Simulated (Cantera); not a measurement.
Feed: 1 mol HgO, 5.2 mol H2, at 750 Torr.

Method: chemical equilibrium by Gibbs-energy minimisation in Cantera with the NASA 1993 tables (ideal gas, pure condensed phases). Candidate condensed phases: H2O, Hg, HgO; 10 gas species. The numbers say what is thermodynamically allowed, not how fast it happens. All values below are at 698 K.

Base state: H2 0.677, H2O 0.161, Hg 0.161 (mole fractions); condensed: gas only.

### Question
What changes in the equilibrium state with this change: HgO replaced by Pb?

### Answer
| species | before | after |
|---|---|---|
| H2 | 0.677 | 1.00 |
| Hg | 0.161 | 0 |
| H2O | 0.161 | 0 |
| Pb(l), mol | 0 | 1.00 |
Further candidate phases: Pb.
